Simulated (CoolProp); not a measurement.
Properties of tetradecamethylhexasiloxane (MD4M) along the isotherm 346.85 °C.

Model: reference Helmholtz-energy equation of state, Thol 2019, in CoolProp.

```json
[
 {"p (MPa)": "0.0345", "phase": "gas", "density (kg/m³)": "3.137", "Joule-Thomson coefficient (K/MPa)": "13.35", "isothermal compressibility (1/MPa)": "29.60"},
 {"p (MPa)": "0.069", "phase": "gas", "density (kg/m³)": "6.412", "Joule-Thomson coefficient (K/MPa)": "13.80", "isothermal compressibility (1/MPa)": "15.14"},
 {"p (MPa)": "0.104", "phase": "gas", "density (kg/m³)": "9.894", "Joule-Thomson coefficient (K/MPa)": "14.31", "isothermal compressibility (1/MPa)": "10.30"},
 {"p (MPa)": "0.138", "phase": "gas", "density (kg/m³)": "13.45", "Joule-Thomson coefficient (K/MPa)": "14.86", "isothermal compressibility (1/MPa)": "7.974"},
 {"p (MPa)": "0.173", "phase": "gas", "density (kg/m³)": "17.31", "Joule-Thomson coefficient (K/MPa)": "15.49", "isothermal compressibility (1/MPa)": "6.554"},
 {"p (MPa)": "0.207", "phase": "gas", "density (kg/m³)": "21.28", "Joule-Thomson coefficient (K/MPa)": "16.18", "isothermal compressibility (1/MPa)": "5.656"},
 {"p (MPa)": "0.242", "phase": "gas", "density (kg/m³)": "25.63", "Joule-Thomson coefficient (K/MPa)": "16.99", "isothermal compressibility (1/MPa)": "5.019"},
 {"p (MPa)": "0.276", "phase": "gas", "density (kg/m³)": "30.16", "Joule-Thomson coefficient (K/MPa)": "17.89", "isothermal compressibility (1/MPa)": "4.579"},
 {"p (MPa)": "0.311", "phase": "gas", "density (kg/m³)": "35.19", "Joule-Thomson coefficient (K/MPa)": "18.97", "isothermal compressibility (1/MPa)": "4.257"},
 {"p (MPa)": "0.345", "phase": "gas", "density (kg/m³)": "40.52", "Joule-Thomson coefficient (K/MPa)": "20.22", "isothermal compressibility (1/MPa)": "4.042"},
 {"p (MPa)": "0.38", "phase": "gas", "density (kg/m³)": "46.55", "Joule-Thomson coefficient (K/MPa)": "21.78", "isothermal compressibility (1/MPa)": "3.906"},
 {"p (MPa)": "0.414", "phase": "gas", "density (kg/m³)": "53.11", "Joule-Thomson coefficient (K/MPa)": "23.70", "isothermal compressibility (1/MPa)": "3.856"}
]
```
